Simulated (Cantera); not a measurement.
## Stirred combustor or abatement burner

A perfectly stirred reactor is fed with CO : H2 : CH4 : O2 : N2 = 1 : 0.71 : 0.089 : 2.25 : 8.44 (molar parts), at 310000 Pa; it is adiabatic with a 800 K inlet, and is followed from long to short residence time, starting on the burning branch (τ in s: 0.24, 0.11, 0.05, 0.023, 0.01, 0.0047, 0.0022, 0.00098, 0.00044, 0.0002, 9.2e-05, 4.2e-05).

Model: GRI-Mech 3.0 (53 species, 325 reactions), integrated in Cantera.

| τ (s) | T (K) | x CO | x H2 | x CH4 | x C2H6 | x H2O2 |
|---|---|---|---|---|---|---|
| 0.24 | 2004 | 0.000290 | 4.67e-5 | 1.52e-7 | <1e-12 | 8.37e-8 |
| 0.11 | 2004 | 0.000359 | 5.43e-5 | 3.09e-7 | <1e-12 | 8.70e-8 |
| 0.050 | 2002 | 0.000497 | 6.97e-5 | 6.00e-7 | <1e-12 | 9.39e-8 |
| 0.023 | 1999 | 0.000749 | 9.87e-5 | 1.08e-6 | 1.06e-12 | 1.07e-7 |
| 0.010 | 1992 | 0.00123 | 0.000156 | 1.92e-6 | 2.65e-12 | 1.33e-7 |
| 0.0047 | 1983 | 0.00198 | 0.000245 | 3.11e-6 | 5.30e-12 | 1.71e-7 |
| 0.0022 | 1968 | 0.00320 | 0.000390 | 5.01e-6 | 9.93e-12 | 2.27e-7 |
| 0.00098 | 1942 | 0.00528 | 0.000635 | 8.35e-6 | 1.91e-11 | 3.14e-7 |
| 0.00044 | 1904 | 0.00853 | 0.00101 | 1.42e-5 | 3.82e-11 | 4.42e-7 |
| 0.00020 | 1848 | 0.0135 | 0.00154 | 2.52e-5 | 8.70e-11 | 6.42e-7 |
| 9.2e-5 | 1767 | 0.0212 | 0.00230 | 4.90e-5 | 2.55e-10 | 1.00e-6 |
| 4.2e-5 | 1644 | 0.0344 | 0.00360 | 0.000119 | 1.33e-9 | 1.85e-6 |
x: mole fraction; the columns are a selection and need not sum to one.
